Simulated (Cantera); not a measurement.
Charge: 1 mol SiCl4, 2.7 mol Cl2, 3.6 mol H2, held at 700 K and 750 Torr.

Equilibrium computed with Cantera from the NASA thermochemical tables; the gas is ideal and each condensed phase is pure. Candidate condensed phases: Si; 19 gas species. Rates play no part.

Base state: HCl 0.740, SiCl4 0.137, H2 0.123 (mole fractions); condensed: gas only.

Problem. What changes in the equilibrium state with this change: H2 from 3.6 to 0.69 mol?

Solution. 
```
species  before  after
-------  ------  -----
Cl2       <1e-9  0.458
HCl       0.740  0.314
SiCl4     0.137  0.228
H2        0.123  <1e-9
```

Problem. What changes in the equilibrium state with this change: H2 from 3.6 to 0.45 mol?

Solution. 
```csv
species,before,after
Cl2,<1e-9,0.542
SiCl4,0.137,0.241
HCl,0.740,0.217
H2,0.123,<1e-9
```
